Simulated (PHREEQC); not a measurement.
Dissolve 0.0065 mol CuCl2, 4.2e-05 mol HNO3 and 0.057 mol FeCl3 per kg of water at 25 °C and 10 atm. Closed to the air; pH follows from the charge balance.

All values are PHREEQC results (ion-association model, phreeqc.dat), not measurements.

The ionic strength comes out as 0.264 mol/kgw. What activity coefficients do H+, FeOH+2, Cl-, CuCl+, Cu+2 get?

H+ 0.79, FeOH+2 0.27, Cl- 0.70, CuCl+ 0.70, Cu+2 0.30.

Precipitation was switched off in this run. The solution is supersaturated, for example in Hematite (slow to form), Goethite (slow to form), so a real one may precipitate; this is no full list.
